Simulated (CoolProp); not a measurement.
Neopentane along the isotherm 276.85 °C: Z from the reference equation and from simpler models built on Tc = 160.6 °C, pc = 3196 kPa, ω = 0.196; each cubic takes its own stable root.

Model: reference Helmholtz-energy equation of state, Lemmon 2006, in CoolProp. It is a short technical equation, of lower accuracy than the large ones.

```json
[
 {"p (kPa)": "2460", "phase": "gas", "reference": "0.8780"},
 {"p (kPa)": "4920", "phase": "supercritical", "reference": "0.7564"},
 {"p (kPa)": "7380", "phase": "supercritical", "reference": "0.6645"},
 {"p (kPa)": "9830", "phase": "supercritical", "reference": "0.6379"},
 {"p (kPa)": "12300", "phase": "supercritical", "reference": "0.6658"},
 {"p (kPa)": "14800", "phase": "supercritical", "reference": "0.7184"},
 {"p (kPa)": "17200", "phase": "supercritical", "reference": "0.7777"},
 {"p (kPa)": "19700", "phase": "supercritical", "reference": "0.8433"},
 {"p (kPa)": "22100", "phase": "supercritical", "reference": "0.9078"},
 {"p (kPa)": "24600", "phase": "supercritical", "reference": "0.9755"},
 {"p (kPa)": "27000", "phase": "supercritical", "reference": "1.041"},
 {"p (kPa)": "29500", "phase": "supercritical", "reference": "1.108"},
 {"p (kPa)": "32000", "phase": "supercritical", "reference": "1.176"}
]
```

Q: How far does each simpler model (van der Waals, Redlich-Kwong, Peng-Robinson) lie from the reference over these 13 states: mean and median of the absolute difference, and the worst?

A: 
- van der Waals: mean 12.8 %, median 14.4 %, worst +20.9 % at 276.85 °C and 32000 kPa
- Redlich-Kwong: mean 1.1 %, median 0.9 %, worst -3.0 % at 276.85 °C and 7380 kPa
- Peng-Robinson: mean 3.5 %, median 2.6 %, worst -7.6 % at 276.85 °C and 32000 kPa
